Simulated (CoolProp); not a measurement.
The fluid at 435.04 K and 1.84 MPa expands adiabatically to 0.298 MPa with isentropic efficiency 1. The same conditions are run with several fluids, on thermodynamics alone (safety and materials aside).

Model: reference Helmholtz-energy equation of state of each fluid (hydrogen chloride: Thol 2018; c-C4F8 (RC318): Platzer 1990; propane: Lemmon 2009; sulfur dioxide: Gao 2016; isobutene: Lemmon 2005), in CoolProp. The equations of Platzer and Polt are older, rougher fits.

### Question
Rank hydrogen chloride, c-C4F8 (RC318), propane, sulfur dioxide, isobutene by work (kJ/kg), highest first.

### Answer
hydrogen chloride (136), propane (130), isobutene (99.2), sulfur dioxide (80.3), c-C4F8 (RC318) (28.7)

| fluid | final temperature (K) | final density (kg/m³) |
|---|---|---|
| hydrogen chloride | 258.2 | 5.21 |
| c-C4F8 (RC318) | 395.0 | 18.8 |
| propane | 364.5 | 4.45 |
| sulfur dioxide | 299.7 | 8.07 |
| isobutene | 371.9 | 5.63 |
